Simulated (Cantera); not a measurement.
## Diamond growth

A diamond (100) surface in a fixed gas of H2 with x(CH4) = 0.0085, x(H) = 0.0073, x(CH3) = 0.00019, at 1175 K; coverages are run to steady state.

Cantera simulation using the Harris–Goodwin 1993 mechanism for the reconstructed diamond (100) surface; the numbers are that mechanism's predictions, not measurements.

| P (Pa) | growth (µm/h) | θ c6HH | θ c6H* | θ c6*H | θ c6** | θ c6HM |
|---|---|---|---|---|---|---|
| 1200 | 0.513 | 0.456 | 0.0356 | 0.479 | 0.0265 | 0.00126 |
| 1800 | 0.981 | 0.456 | 0.0356 | 0.479 | 0.0265 | 0.00174 |
| 2600 | 1.75 | 0.456 | 0.0356 | 0.478 | 0.0264 | 0.00227 |
| 3900 | 3.27 | 0.455 | 0.0356 | 0.478 | 0.0264 | 0.00294 |
| 5700 | 5.73 | 0.455 | 0.0356 | 0.477 | 0.0264 | 0.00361 |
| 8300 | 9.70 | 0.454 | 0.0356 | 0.477 | 0.0264 | 0.00428 |
| 12000 | 15.8 | 0.454 | 0.0356 | 0.476 | 0.0263 | 0.00489 |
| 18000 | 26.3 | 0.453 | 0.0356 | 0.475 | 0.0263 | 0.00547 |
θ: site fractions in the mechanism's names (c6HH fully hydrogenated, c6H* and c6*H radical sites, c6** diradical, c6HM methylated).
